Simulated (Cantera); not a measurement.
An isothermal, constant-pressure homogeneous reactor starts with CO : O2 : H2O : N2 = 0.0016 : 0.02 : 6.1e-05 : 1 (molar parts), equivalence ratio 0.040, at 1423 K and 0.178 atm.

Computed with Cantera and GRI-Mech 3.0 (53 species, 325 reactions).

x: mole fraction; the columns are a selection and need not sum to one.

| t (s) | x CO | x O2 | x H2O | x N2O | x H2O2 |
|---|---|---|---|---|---|
| 2.00e-5 | 0.00157 | 0.0196 | 5.97e-5 | <1e-12 | <1e-12 |
| 9.35e-5 | 0.00157 | 0.0196 | 5.97e-5 | <1e-12 | <1e-12 |
| 0.000437 | 0.00157 | 0.0196 | 5.97e-5 | <1e-12 | <1e-12 |
| 0.00205 | 0.00157 | 0.0196 | 5.97e-5 | <1e-12 | <1e-12 |
| 0.00956 | 0.00157 | 0.0196 | 5.97e-5 | 1.09e-11 | <1e-12 |
| 0.0447 | 0.00156 | 0.0196 | 5.96e-5 | 6.67e-10 | <1e-12 |
| 0.209 | (withheld) | 0.0187 | 3.82e-5 | 4.26e-7 | 2.82e-10 |
| 0.978 | (withheld) | 0.0188 | 5.52e-5 | 3.83e-7 | 4.77e-11 |
| 4.57 | (withheld) | 0.0188 | 5.86e-5 | 7.10e-8 | 3.59e-12 |
| 21.4 | (withheld) | 0.0188 | 5.93e-5 | 1.17e-8 | <1e-12 |
| 100 | (withheld) | 0.0188 | 5.94e-5 | 8.18e-9 | <1e-12 |

Task: Some entries are withheld; supply them.

Result: 
- 0.209, x CO: 0.000452
- 0.978, x CO: 9.50e-6
- 4.57, x CO: 4.64e-7
- 21.4, x CO: 6.05e-8
- 100, x CO: 3.92e-8
